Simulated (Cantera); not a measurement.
An adiabatic, constant-volume homogeneous reactor starts with H2 : O2 : N2 : H2O = 1 : 0.417 : 1.57 : 0.069 (molar parts), equivalence ratio 1.2, at 1823 K and 1.00 bar. Integrator tolerance rtol = 1e-08.

Model: GRI-Mech 3.0 (53 species, 325 reactions), integrated in Cantera. Above 3000 K some thermodynamic fits are extrapolated.

Question: What does this change do: constant pressure in place of constant volume?

Answer: 
```
quantity                                                            before                                    after
---------------------------------  ---------------------------------------  ---------------------------------------
time of steepest temperature rise                                  5.54 µs                                  5.57 µs
temperature at 4.00 s                                               3035 K                                   2931 K
equilibrium temperature                                             3035 K                                   2931 K
x(H2) at 4.00 s                      0.0962 (gas-phase equilibrium 0.0962)    0.0922 (gas-phase equilibrium 0.0922)
x(O2) at 4.00 s                      0.0104 (gas-phase equilibrium 0.0104)  0.00952 (gas-phase equilibrium 0.00952)
x(H2O) at 4.00 s                       0.241 (gas-phase equilibrium 0.241)      0.253 (gas-phase equilibrium 0.253)
x(N2O) at 4.00 s                   5.48e-7 (gas-phase equilibrium 5.48e-7)  3.73e-7 (gas-phase equilibrium 3.73e-7)
x(OH) at 4.00 s                      0.0377 (gas-phase equilibrium 0.0377)    0.0335 (gas-phase equilibrium 0.0335)
x(HO2) at 4.00 s                   8.20e-6 (gas-phase equilibrium 8.20e-6)  5.82e-6 (gas-phase equilibrium 5.82e-6)
```

Question: What does this change do: initial temperature 1823 to 1775 K?

Answer: 
```tsv
quantity	before	after
time of steepest temperature rise	5.54 µs	6.20 µs
temperature at 4.00 s	3035 K	3027 K
equilibrium temperature	3035 K	3027 K
x(H2) at 4.00 s	0.0962 (gas-phase equilibrium 0.0962)	0.0954 (gas-phase equilibrium 0.0954)
x(O2) at 4.00 s	0.0104 (gas-phase equilibrium 0.0104)	0.0101 (gas-phase equilibrium 0.0101)
x(H2O) at 4.00 s	0.241 (gas-phase equilibrium 0.241)	0.244 (gas-phase equilibrium 0.244)
x(N2O) at 4.00 s	5.48e-7 (gas-phase equilibrium 5.48e-7)	5.42e-7 (gas-phase equilibrium 5.42e-7)
x(OH) at 4.00 s	0.0377 (gas-phase equilibrium 0.0377)	0.0368 (gas-phase equilibrium 0.0368)
x(HO2) at 4.00 s	8.20e-6 (gas-phase equilibrium 8.20e-6)	8.00e-6 (gas-phase equilibrium 8.00e-6)
```
